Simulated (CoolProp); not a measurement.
Saturated liquid density (kg/m³) of acetone: the reference equation beside estimates from Tc = 235.0 °C, pc = 4.692 MPa, ω = 0.307.

The numbers come from the reference Helmholtz-energy equation of state, Lemmon 2006 in CoolProp. It is a short technical equation, of lower accuracy than the large ones.

| T (°C) | reference | van der Waals | Redlich-Kwong | Soave-Redlich-Kwong | Peng-Robinson |
|---|---|---|---|---|---|
| 130.35 | 650.7 | 334.8 | 474.0 | 502.2 | 569.9 |
| 132.95 | 646.7 | 332.8 | 470.4 | (withheld) | (withheld) |
| 135.65 | 642.5 | 330.6 | 466.5 | (withheld) | 561.3 |
| 138.25 | 638.4 | 328.5 | 462.7 | 490.8 | 557.0 |
| 140.85 | 634.3 | 326.4 | 458.9 | 486.9 | 552.7 |
| 143.45 | 630.1 | 324.3 | 455.0 | 482.9 | 548.2 |
| 146.15 | 625.7 | 322.0 | 450.9 | 478.7 | 543.4 |
| 148.75 | 621.3 | 319.8 | 446.9 | 474.6 | 538.8 |
| 151.35 | 616.9 | 317.5 | 442.8 | 470.4 | 534.0 |
| 153.95 | 612.5 | 315.2 | 438.7 | 466.1 | 529.1 |
| 156.55 | 607.9 | 312.9 | 434.5 | 461.8 | 524.2 |
| 159.25 | 603.1 | 310.4 | 430.0 | 457.1 | 518.9 |
| 161.85 | 598.4 | 308.0 | 425.7 | 452.6 | 513.7 |
| 164.45 | (withheld) | 305.5 | 421.2 | 447.9 | 508.3 |

Some entries are withheld; supply them.


- 132.95, Soave-Redlich-Kwong: 498.5
- 132.95, Peng-Robinson: 565.7
- 135.65, Soave-Redlich-Kwong: 494.6
- 164.45, reference: 593.6

Absolute difference from the reference over all 14 rows, mean and median: van der Waals 48.5 and 48.5 %, Redlich-Kwong 28.0 and 28.0 %, Soave-Redlich-Kwong 23.6 and 23.6 %, Peng-Robinson 13.3 and 13.2 %.
